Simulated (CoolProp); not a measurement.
Vapour-liquid equilibrium of 1-butene (1) + acetone (2) at 381.2 K; x and y are mole fractions of (1).

Computed with CoolProp (multi-fluid Helmholtz-energy mixture model, Lemmon 2005 and Lemmon 2006; pair parameters Bell 2016).

Question: Give the bubble pressure and the first vapour's composition at x = 0.05, 0.2, 0.875. Is there an azeotrope?

Answer: x = 0.05: 0.6058 MPa, y = 0.255; x = 0.2: 0.9960 MPa, y = 0.573; x = 0.875: 1.948 MPa, y = 0.922. No azeotrope shows between x = 0.05 and 0.95.

Pair parameters are fitted to limited data, so mixtures are less certain than the pure fluids.
